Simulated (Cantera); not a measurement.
Abatement and gas-phase synthesis: CO2 + O2

Input: 1 mol CO2, a varied amount of O2, equilibrated at 3102 °C and 170 bar.

Method: chemical equilibrium by Gibbs-energy minimisation in Cantera with the NASA 1993 tables (ideal gas, pure condensed phases). Candidate condensed phases: C; 12 gas species. The ideal-gas law is rough above about 30 bar. Rates play no part.

| n(O2) (mol) | x CO2 | x O2 | x CO | x O | x O3 |
|---|---|---|---|---|---|
| 0.035 | 0.700 | 0.114 | 0.177 | 0.00922 | 1.45e-6 |
| 0.055 | 0.697 | 0.126 | 0.167 | 0.00969 | 1.69e-6 |
| 0.088 | 0.689 | 0.146 | 0.154 | 0.0104 | 2.10e-6 |
| 0.14 | 0.675 | 0.177 | 0.137 | 0.0115 | 2.79e-6 |
| 0.22 | 0.648 | 0.221 | 0.118 | 0.0128 | 3.90e-6 |
| 0.35 | 0.603 | 0.286 | 0.0964 | 0.0146 | 5.74e-6 |
| 0.55 | 0.539 | 0.368 | 0.0759 | 0.0165 | 8.39e-6 |
| 0.87 | 0.457 | 0.467 | 0.0572 | 0.0186 | 1.20e-5 |
| 1.4 | 0.363 | 0.575 | 0.0409 | 0.0207 | 1.64e-5 |
| 2.2 | 0.276 | 0.673 | 0.0287 | 0.0224 | 2.07e-5 |
x: gas mole fraction; nothing condenses.

From 0.035 mol O2 to 2.2 mol O2 nothing is condensed. The main C-bearing gas is CO2 throughout.
